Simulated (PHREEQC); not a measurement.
0.11 g of hydrous ferric oxide (600 m²/g; 0.2 weak and 0.005 strong sites per Fe, Dzombak-Morel constants, diffuse double layer) in 1 kg of water with 0.1 mol/kgw of an inert sodium salt and 1.1e-05 mol/kgw H3BO3, at 25 °C; the pH is set by adding NaOH or the inert anion's acid. O2 is buffered at 0.21 atm. The system is closed to CO2. Precipitation was switched off in this run.

Computed with PHREEQC (ion-association model, wateq4f.dat).

| pH | B sorbed (%) | surface charge σ (C/m²) | surface potential ψ (mV) |
|---|---|---|---|
| 3 | 0.0 | 0.363 | 153 |
| 3.5 | 0.0 | 0.350 | 151 |
| 4 | 0.0 | 0.321 | 147 |
| 4.5 | 0.0 | 0.272 | 138 |
| 5 | 0.0 | 0.215 | 126 |
| 5.5 | 0.1 | 0.159 | 111 |
| 6 | 0.1 | 0.111 | 93 |
| 6.5 | 0.1 | 0.074 | 74 |
| 7 | 0.1 | 0.045 | 52 |
| 7.5 | 0.1 | 0.022 | 29 |
| 8 | 0.1 | 0.004 | 5 |
| 8.5 | 0.1 | -0.014 | -19 |
| 9 | 0.0 | -0.034 | -42 |

Species that the database lacks are ignored. The oxide is taken as insoluble; below pH 4 it would dissolve.
